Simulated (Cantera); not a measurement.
An isothermal, constant-pressure homogeneous reactor starts with H₂ : O₂ : N₂ = 1.8 : 1 : 1.1 (molar parts), equivalence ratio 0.90, at 1323 K and 1.00 bar.

Computed with Cantera and the H2/O2 subset of GRI-Mech 3.0, which has no nitrogen chemistry. The temperature is held fixed by assumption; the heat of reaction is taken as removed at once.

x: mole fraction; the columns are a selection and need not sum to one.

```
t (s)         x H₂    x O₂    x H₂O     x HO₂   x H₂O₂      x OH
--------  --------  ------  -------  --------  -------  --------
3.00e-6      0.462   0.256  1.05e-6   2.78e-7  2.59e-9   1.01e-7
8.42e-6      0.461   0.256      [?]       [?]      [?]       [?]
2.36e-5     0.0581  0.0649    0.465  0.000135  2.15e-5    0.0102
6.62e-5     0.0109  0.0379    0.582   7.72e-5  1.10e-5   0.00260
0.000186   0.00225  0.0342    0.596   3.73e-5  3.57e-6  0.000831
0.000521  0.000433  0.0334    0.599   1.08e-5  9.91e-7  0.000324
0.00146        [?]  0.0333    0.600       [?]      [?]       [?]
0.00410    7.55e-6  0.0333    0.600   2.84e-7  8.44e-8   7.88e-5
0.0115     1.55e-6  0.0333    0.600   7.32e-8  2.86e-8   4.42e-5
0.0323     6.24e-7  0.0333    0.600   3.57e-8  1.19e-8   2.78e-5
0.0906     4.42e-7  0.0333    0.600   2.90e-8  7.54e-9   2.18e-5
0.254      4.29e-7  0.0333    0.600   2.86e-8  7.14e-9   2.12e-5
0.713      4.29e-7  0.0333    0.600   2.86e-8  7.14e-9   2.12e-5
2.00       4.29e-7  0.0333    0.600   2.86e-8  7.14e-9   2.12e-5
```

### Question
Some entries are withheld; supply them.

### Answer

- 8.42e-6, x H₂O: 0.000340
- 8.42e-6, x HO₂: 2.21e-5
- 8.42e-6, x H₂O₂: 1.86e-7
- 8.42e-6, x OH: 2.76e-5
- 0.00146, x H₂: 6.33e-5
- 0.00146, x HO₂: 1.88e-6
- 0.00146, x H₂O₂: 2.80e-7
- 0.00146, x OH: 0.000152
